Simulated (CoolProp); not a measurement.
Computed with CoolProp (reference Helmholtz-energy equation of state, Zhou 2011).

Problem. For dimethyl carbonate, give the phase and the density (kg/m³) at 100.15 °C and 7.99 MPa.

Solution. 
- 100.15 °C and 7.99 MPa: liquid; density 972
